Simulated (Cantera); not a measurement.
# Ammonia decomposition in nitride growth gas

An isothermal, constant-pressure homogeneous reactor starts with NH3 : N2 = 1 : 2.1 (molar parts), at 2125 K and 0.570 bar.

Computed with Cantera and the gas-phase N/H chemistry of the illustrative SiF4/NH3 mechanism in the Surface Chemkin manual (1991). Walls and surfaces, which speed up NH3 decomposition in real reactors, are not modelled.

| t (s) | x NH3 | x NH2 | x N2 | x N2H4 | x H |
|---|---|---|---|---|---|
| 5.00e-5 | 0.322 | 0.000663 | 0.677 | 4.46e-8 | 1.88e-6 |
| 0.000136 | 0.320 | 0.00131 | 0.677 | 1.75e-7 | 4.92e-6 |
| 0.000370 | 0.316 | 0.00145 | 0.676 | 2.14e-7 | 1.31e-5 |
| 0.00100 | 0.304 | 0.00130 | 0.675 | 1.73e-7 | 3.13e-5 |
| 0.00273 | 0.275 | 0.00110 | 0.671 | 1.22e-7 | 7.31e-5 |
| 0.00743 | 0.211 | 0.000844 | 0.662 | 7.24e-8 | 0.000168 |
| 0.0202 | 0.109 | 0.000518 | 0.649 | 2.73e-8 | 0.000378 |
| 0.0549 | 0.0226 | 0.000174 | 0.637 | 3.08e-9 | 0.000864 |
| 0.149 | 0.000504 | 1.10e-5 | 0.633 | 1.22e-11 | 0.00261 |
| 0.406 | 4.41e-5 | 1.07e-6 | 0.633 | <1e-12 | 0.00292 |
| 1.10 | 1.24e-5 | 3.01e-7 | 0.633 | <1e-12 | 0.00292 |
| 3.00 | 4.36e-6 | 1.06e-7 | 0.633 | <1e-12 | 0.00292 |
x: mole fraction; the columns are a selection and need not sum to one.

Equilibrium at this temperature and pressure: NH3 1.64e-6, NH2 4.00e-8, N2 0.633, N2H4 <1e-12, H 0.00292 (gas phase only).
